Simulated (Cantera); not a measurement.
**Hydrocarbon pyrolysis for carbon deposition**

A perfectly stirred reactor is fed with 3.70 % C₂H₆, 96.3 % N₂, at 0.000120 bar; it is held at 1848 K, and followed from long to short residence time.

Model: GRI-Mech 3.0 (53 species, 325 reactions), integrated in Cantera. GRI-Mech 3.0 stops at C3 and has no aromatics, soot or wall deposition, so with more carbon than oxygen in the feed, carbon stays in small species such as C2H2 where larger ones or solid carbon would form. Radical loss at walls, strong at low pressure, is not modelled.

```csv
τ (s),x C₂H₆,x H₂,x CH₃,x CH₄,x CH₂
0.95,0.000398,0.0514,0.00501,0.00628,6.48e-5
0.22,0.00159,0.0388,0.0104,0.00731,0.000104
0.053,0.00593,0.0218,0.0186,0.00510,0.000134
0.012,0.0187,0.00561,0.0205,0.00131,9.39e-5
0.0029,0.0313,0.000280,0.00983,0.000143,1.44e-5
0.00069,0.0356,2.43e-6,0.00280,9.64e-6,3.42e-7
0.00016,0.0367,4.11e-8,0.000674,5.38e-7,4.26e-9
```
x: mole fraction; the columns are a selection and need not sum to one.
